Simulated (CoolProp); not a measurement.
Toluene along the isotherm 206.65 °C: Z from the reference equation and from simpler models built on Tc = 318.6 °C, pc = 4.126 MPa, ω = 0.266; each cubic takes its own stable root.

Model: reference Helmholtz-energy equation of state, Lemmon 2006, in CoolProp. It is a short technical equation, of lower accuracy than the large ones.

```csv
p (MPa),phase,reference,van der Waals,Soave-Redlich-Kwong
0.00652,gas,0.9988,0.9992,0.9990
0.011,gas,0.9980,0.9987,0.9982
0.0186,gas,0.9967,0.9978,0.9970
0.0314,gas,0.9944,0.9963,0.9949
0.0529,gas,0.9905,0.9937,0.9914
0.0893,gas,0.9839,0.9893,0.9855
0.151,gas,…,0.9819,0.9752
0.254,gas,0.9529,0.9691,…
0.429,gas,…,0.9468,0.9268
0.724,gas,0.8523,0.9066,…
1.22,liquid,…,0.8294,0.04821
2.06,liquid,0.07084,0.1199,0.08074
```

### Question
Some entries are withheld; supply them.

### Answer

- 0.151, reference: 0.9725
- 0.254, Soave-Redlich-Kwong: 0.9578
- 0.429, reference: 0.9179
- 0.724, Soave-Redlich-Kwong: 0.8700
- 1.22, reference: 0.04214

At some of these states van der Waals gives the other phase, because its saturation line lies elsewhere.
